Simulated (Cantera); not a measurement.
Input: 1 mol Si, 1.6 mol Cl2, 7.9 mol H2, at 573.15 K and 6.30 bar.

These are equilibrium values from Cantera (NASA tables, ideal gas, pure condensed phases), not measurements of a reactor. Candidate condensed phases: Si; 19 gas species. Kinetics and transport are ignored.

Base state: H2 0.890, SiHCl3 0.0598, SiCl4 0.0469, SiH2Cl2 0.00350, SiH3Cl 3.88e-5 (mole fractions); condensed: Si(s).

Problem. What changes in the equilibrium state with this change: Cl2 from 1.6 to 2 mol?

Solution. 
| species | before | after |
|---|---|---|
| H2 | 0.890 | 0.886 |
| SiCl4 | 0.0469 | 0.111 |
| HCl | 9.87e-6 | 0.00118 |
| SiHCl3 | 0.0598 | 0.00118 |
| SiH2Cl2 | 0.00350 | 5.75e-7 |
| SiH3Cl | 3.88e-5 | <1e-9 |
| Si(s), mol | 0.0568 | 0 |
